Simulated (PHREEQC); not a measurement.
Consider water at 69 °C with 0.25 mol/kgw NaHS. Closed to the air; pH follows from the charge balance.

The numbers come from PHREEQC with the ion-association model, wateq4f.dat.

| quantity | before | after |
|---|---|---|
| pH | 8.82 | 8.82 |
| H2S (mol/kgw) | 0.000888 | 0.000223 |

Task: Name the change that produced these shifts.
(A) diluted 2-fold with water
(B) diluted 5-fold with water
(C) 0.28 mol/kgw NaF added
(D) temperature from 69 to 40 °C

Result: B, diluted 5-fold with water

Precipitation was switched off in this run. Away from 25 °C the constants follow the database's enthalpies or fits; those with neither stay at their 25 °C values.
